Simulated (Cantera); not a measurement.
**Diamond growth**

A diamond (100) surface in a fixed gas of H2 with x(CH4) = 0.0071, x(H) = 0.018, x(CH3) = 4.9e-05, 0.0820 bar; coverages are run to steady state.

Computed with Cantera and the Harris–Goodwin 1993 mechanism for the reconstructed diamond (100) surface.

| T (K) | growth (µm/h) | θ c6HH | θ c6H* | θ c6*H | θ c6** | θ c6HM |
|---|---|---|---|---|---|---|
| 900 | 1.26 | 0.690 | 0.0107 | 0.292 | 0.00441 | 0.00230 |
| 950 | 1.67 | 0.642 | 0.0144 | 0.335 | 0.00674 | 0.00184 |
| 1000 | 2.12 | 0.595 | 0.0186 | 0.374 | 0.00982 | 0.00148 |
| 1050 | 2.59 | 0.552 | 0.0232 | 0.410 | 0.0137 | 0.00119 |
| 1100 | 3.02 | 0.511 | 0.0282 | 0.441 | 0.0185 | 0.000946 |
| 1150 | 3.25 | 0.473 | 0.0334 | 0.469 | 0.0242 | 0.000715 |
| 1200 | 3.12 | 0.438 | 0.0387 | 0.492 | 0.0308 | 0.000488 |
| 1250 | 2.63 | 0.406 | 0.0442 | 0.511 | 0.0382 | 0.000288 |
| 1300 | 2.04 | 0.378 | 0.0496 | 0.526 | 0.0465 | 0.000147 |
| 1350 | 1.62 | 0.352 | 0.0549 | 0.538 | 0.0554 | 6.82e-5 |
| 1400 | 1.43 | 0.328 | 0.0600 | 0.547 | 0.0649 | 3.03e-5 |
θ: site fractions in the mechanism's names (c6HH fully hydrogenated, c6H* and c6*H radical sites, c6** diradical, c6HM methylated).
